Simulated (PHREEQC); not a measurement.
Consider water at 45 °C with 0.0011 mol CdCl2 and 4.2e-05 mol FeSO4 per kg of water. Closed to the air; pH follows from the charge balance.

The numbers come from PHREEQC with the ion-association model, wateq4f.dat.

This is a speciation only: nothing precipitates in the calculation.

**Question.** Order these S species by the share of S that they hold, largest first: SO4-2, FeSO4, CdSO4.

**Answer.** SO4-2 (84 %), CdSO4 (15 %), FeSO4 (0.53 %)

**Question.** Order these Cl species by the share of Cl that they hold, largest first: Cl-, CdCl2, CdCl+.

**Answer.** Cl- (93 %), CdCl+ (6.9 %), CdCl2 (0.11 %)

The pH is 6.20 and the ionic strength 0.00313 mol/kgw. At this temperature some constants are extrapolated from 25 °C, and those without enthalpy data are left unchanged.
